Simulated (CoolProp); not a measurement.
The numbers come from the reference Helmholtz-energy equation of state, Lemmon 2003 in CoolProp. It is a pseudo-pure fit of the blend.

**Question.** For R410A, give the phase and the conductivity (mW/(m K)), Prandtl number at 279.2 K and 0.11 MPa.

**Answer.** 
- 279.2 K and 0.11 MPa: gas; conductivity 11.9, Prandtl number 0.807

Viscosity comes from a separate model (Geller 2000). Thermal conductivity comes from a separate model (Geller 2001).
